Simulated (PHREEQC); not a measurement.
Metal-bearing waste water: an equilibrium model

Make-up at 8.6 °C: 0.059 mol/kgw CuSO4, 0.00034 mol/kgw NiCl2, 0.00023 mol/kgw NaHCO3 and 4.5e-05 mol/kgw NaCl. Closed to the air; pH follows from the charge balance.

Equilibrium calculation in PHREEQC: ion-association model, wateq4f.dat.

No solid was allowed to form.

Q: What pH does the model give?

A: pH 5.15.

Q: In which forms is S present?

A: SO4-2 57 %, CuSO4 43 % of the S.

Examples of supersaturated solids here: Malachite, Atacamite. Others may be too. At this temperature some constants are extrapolated from 25 °C, and those without enthalpy data are left unchanged.
